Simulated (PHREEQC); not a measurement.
Consider water at 25 °C with 42 mmol/kgw CaCl2. Closed to the air; pH follows from the charge balance.

All values are PHREEQC results (ion-association model, phreeqc.dat), not measurements.

| Property | Value |
|---|---|
| ionic strength | 0.126 mol/kgw |
| specific conductance | 8610 µS/cm |
| density | 1.001 g/cm³ |

```tsv
species	molality	activity	log γ
Cl-	0.0840	0.0630	-0.125
Ca+2	0.0420	0.0154	-0.437
H+	1.44e-7	1.17e-7	-0.088
OH-	1.16e-7	8.60e-8	-0.129
CaOH+	2.82e-8	2.17e-8	-0.114
```

Precipitation was switched off in this run.
